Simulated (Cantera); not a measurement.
Input: 1 mol Na2SO4, 5.4 mol CO2, held at 188 Torr.

Method: chemical equilibrium by Gibbs-energy minimisation in Cantera with the NASA 1993 tables (ideal gas, pure condensed phases). Candidate condensed phases: C, Na, NaO2, Na2CO3, Na2O, Na2O2, Na2S, Na2SO4, S; 27 gas species. Kinetics and transport are ignored.

### Question
What share of the Na ends up in condensed phases as a function of T (K), at 1525, 1600, 1675, 1750, 1825, 1900, 1975, 2050, 2125, 2200?

### Answer
```csv
T (K),Na condensed (%),as
1525,99.7,Na2SO4(l)
1600,99.2,Na2SO4(l)
1675,97.9,Na2SO4(l)
1750,94.8,Na2SO4(l)
1825,87.6,Na2SO4(l)
1900,71.3,Na2SO4(l)
1975,30.3,Na2SO4(l)
2050,0.0,-
2125,0.0,-
2200,0.0,-
```
